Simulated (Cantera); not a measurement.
# Carbothermic reduction: Fe2O3 + C + CO

A closed system holds: 1 mol Fe2O3, 0.51 mol C, 0.011 mol CO, held at 2.80 mbar.

These are equilibrium values from Cantera (NASA tables, ideal gas, pure condensed phases), not measurements of a reactor. Candidate condensed phases: C, Fe, Fe(CO)5, FeO, Fe2O3, Fe3O4; 15 gas species. The tables' stoichiometric FeO is somewhat more stable than real wüstite, so its field is too wide. FeO: taken at fixed stoichiometry. Equilibrium is a limit: real reactors are often held back by kinetics, nucleation or transport.

From 1175 °C to 1375 °C the condensed part is FeO(s). From 1475 °C to 1775 °C the condensed part is FeO(l). The main Fe-bearing gas is Fe throughout.

```csv
T (°C),x CO2,x CO,x O2,x Fe,n FeO(s),n FeO(l)
1175,0.940,0.0595,4.25e-7,1.80e-7,2.00,0
1275,0.940,0.0595,8.61e-6,1.43e-6,2.00,0
1375,0.940,0.0597,0.000120,8.78e-6,2.00,0
1475,0.937,0.0617,0.00115,4.07e-5,0,2.00
1575,0.921,0.0722,0.00648,0.000182,0,2.00
1675,0.878,0.0989,0.0202,0.000853,0,2.00
1775,0.804,0.143,0.0433,0.00389,0,2.00
```
x: gas mole fraction; n: condensed amount in mol.
